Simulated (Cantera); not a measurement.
# Al₂O₃ + N₂ (sublimation and decomposition of ceramics)

Input: 1 mol Al₂O₃, 8.8 mol N₂, at 2.70e-5 bar.

Method: chemical equilibrium by Gibbs-energy minimisation in Cantera with the NASA 1993 tables (ideal gas, pure condensed phases). Candidate condensed phases: Al, AlN, Al₂O₃; 16 gas species. Kinetics and transport are ignored.

From 1448 K to 2248 K the condensed part is Al₂O₃(s). At 2348 K the condensed part is Al₂O₃(l). At 2448 K nothing is condensed.

```
T (K)   x N₂       x O      x Al     x AlO    x Al₂O      x O₂      x NO   x Al₂O₂  n Al₂O₃(s)  n Al₂O₃(l)
-----  -----  --------  --------  --------  --------  --------  --------  --------  ----------  ----------
1448    1.00  1.03e-10  4.89e-10  4.58e-12    <1e-12    <1e-12  6.34e-10    <1e-12        1.00           0
1548    1.00   3.66e-9   8.64e-9  1.78e-10  1.45e-11  6.21e-12   9.41e-9    <1e-12        1.00           0
1648    1.00   8.01e-8   1.15e-7   4.53e-9  3.87e-10  2.70e-10   9.56e-8    <1e-12       1.000           0
1748   1.000   1.17e-6   1.23e-6   8.10e-8   7.71e-9   6.91e-9   7.08e-7  1.83e-11       1.000           0
1848   1.000   1.24e-5   1.06e-5   1.07e-6   1.18e-7   1.15e-7   4.07e-6  4.61e-10       1.000           0
1948   1.000  0.000100   7.57e-5   1.10e-5   1.42e-6   1.37e-6   1.91e-5   8.45e-9       1.000           0
2048   0.999  0.000652  0.000453   9.02e-5   1.37e-5   1.25e-5   7.56e-5   1.17e-7       0.997           0
2148   0.993   0.00354   0.00231  0.000607  0.000107   9.11e-5  0.000262   1.26e-6       0.986           0
2248   0.968    0.0165    0.0102   0.00344  0.000693  0.000553  0.000799   1.10e-5       0.932           0
2348   0.869    0.0666    0.0391    0.0165   0.00369   0.00281   0.00210   7.59e-5           0       0.681
2448   0.674     0.170     0.102    0.0372   0.00701   0.00627   0.00335  0.000129           0           0
```
x: gas mole fraction; n: condensed amount in mol.
